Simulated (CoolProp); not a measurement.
The numbers come from the reference Helmholtz-energy equation of state, Lemmon 2013 in CoolProp.

Problem. Give the vapour pressure (MPa), liquid density (kg/m³), vapour Z, liquid viscosity (µPa s) of saturated propylene at 311.6, 335.6 K.

Solution. 
| T (K) | p (MPa) | liquid density (kg/m³) | vapour Z | liquid viscosity (µPa s) |
|---|---|---|---|---|
| 311.6 | 1.59 | 482 | 0.753 | 83.5 |
| 335.6 | 2.66 | 427 | 0.637 | 64.3 |

Viscosity comes from a separate model (Huber 2003), an estimate that may be off by 10 % or more.
